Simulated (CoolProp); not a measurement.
Vapour-liquid equilibrium of n-perfluorobutane (1) + R365MFC (2) at 0.0632 MPa; x and y are mole fractions of (1).

Values from CoolProp's multi-fluid Helmholtz-energy mixture model, Gao 2022 and Lemmon 2016; pair parameters Bell 2016.

```tsv
x	bubble temperature (K)	y at the bubble point	dew temperature at overall composition x (K)	liquid density (mol/L)
0.05	…	0.543	299.6	…
0.2	266.9	0.811	295.4	…
0.35	…	0.846	290.7	8.039
0.5	…	0.857	285.0	7.708
0.65	262.3	0.871	277.8	7.412
0.8	261.3	0.901	267.8	7.156
0.95	260.2	…	260.4	6.937
```

Complete the blanks.


- 0.05, bubble temperature (K): 283.1
- 0.05, liquid density (mol/L): 8.557
- 0.2, liquid density (mol/L): 8.374
- 0.35, bubble temperature (K): 263.9
- 0.5, bubble temperature (K): 263.1
- 0.95, y at the bubble point: 0.965

No azeotrope shows between x = 0.05 and 0.95.

Pair parameters are fitted to limited data, so mixtures are less certain than the pure fluids. With so large a gap from Raoult's law the liquid may split in two, which this calculation doesn't test in full.
